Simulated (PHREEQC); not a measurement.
# Polishing slurry liquid: an equilibrium model

Solution (20 °C): 0.16 mol/kgw NH3, 0.00011 mol/kgw K2SO4 and 0.0096 mol/kgw KH2PO4. Closed to the air; pH follows from the charge balance.

All values are PHREEQC results (ion-association model, phreeqc.dat), not measurements.

pH: 10.64
ionic strength: 0.0304 mol/kgw
specific conductance: 1970 µS/cm
total alkalinity: 160 meq/kg

| species | molality | activity | log γ |
|---|---|---|---|
| NH3 | 0.150 | 0.151 | 0.003 |
| NH4+ | 0.0103 | 0.00865 | -0.077 |
| K+ | 0.00973 | 0.00822 | -0.073 |
| HPO4-2 | 0.00912 | 0.00485 | -0.274 |
| PO4-3 | 0.000383 | 8.65e-5 | -0.646 |
| OH- | 0.000354 | 0.000299 | -0.074 |
| SO4-2 | 9.98e-5 | 5.29e-5 | -0.276 |
| KHPO4- | 9.08e-5 | 7.77e-5 | -0.067 |
| NH4SO4- | 6.93e-6 | 5.89e-6 | -0.071 |
| KSO4- | 3.27e-6 | 2.80e-6 | -0.067 |
| H2PO4- | 2.14e-6 | 1.83e-6 | -0.067 |

This is a speciation only: nothing precipitates in the calculation.
